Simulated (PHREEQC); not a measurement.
Na2SO4 is added in steps, without added water, to 1 kg of water holding 4.2 mmol/kgw HF, 0.047 mmol/kgw KF and 0.34 mmol/kgw H2SO4, at 25 °C. O2 is buffered at 0.21 atm. CO2 from the air is kept out. Nothing may precipitate in this run.

Base run: PHREEQC, ion-association model, phreeqc.dat. Each further column changes one thing. The table gives HSO4- (mol/kgw).

```
Na2SO4 added (mol)      base  Davies equation for every ion  all activity coefficients set to 1  database wateq4f.dat  metal-ligand complexes left out
------------------  --------  -----------------------------  ----------------------------------  --------------------  -------------------------------
0                    4.30e-5                        4.28e-5                          (withheld)               4.28e-5                          4.30e-5
0.001488            0.000199                       0.000197                          (withheld)              0.000198                         0.000200
0.002763            0.000308                       0.000303                          (withheld)              0.000306                         0.000312
0.00425             0.000416                       0.000409                          (withheld)              0.000414                         0.000424
0.005738            0.000511                       0.000500                            0.000677              0.000508                         0.000522
0.007012            0.000583                       0.000570                          (withheld)              0.000580                         0.000598
0.0085              0.000660                       0.000644                          (withheld)              0.000657                         0.000678
```

### Question
What belongs in the gaps?

### Answer

- 0, all activity coefficients set to 1: 4.96e-5
- 0.001488, all activity coefficients set to 1: 0.000247
- 0.002763, all activity coefficients set to 1: 0.000393
- 0.00425, all activity coefficients set to 1: 0.000544
- 0.007012, all activity coefficients set to 1: 0.000779
- 0.0085, all activity coefficients set to 1: 0.000887

 phreeqc.dat and wateq4f.dat share most of their constants, so their agreement is no independent check. Solids allowed in the column 'database wateq4f.dat': Mirabilite.
